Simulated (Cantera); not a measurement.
Mixture: CH4 : O2 : N2 = 0.56 : 1.82 : 6.84 (molar parts), equivalence ratio 0.62, at 5.00 bar, adiabatic and at constant volume. Ignition delay is the time to a rise of 400 K.

Cantera simulation using GRI-Mech 3.0 (53 species, 325 reactions); the numbers are that mechanism's predictions, not measurements.

### Question
Predict: delay at 1048 K; delay at 1248 K; delay at 1448 K; delay at 1648 K; delay at 1848 K; apparent activation energy between 1648 and 1848 K.

### Answer
```json
{
  "delay at 1048 K": "65.9 ms",
  "delay at 1248 K": "4.12 ms",
  "delay at 1448 K": "0.438 ms",
  "delay at 1648 K": "73.1 µs",
  "delay at 1848 K": "18.6 µs",
  "apparent activation energy between 1648 and 1848 K": "170 kJ/mol"
}
```
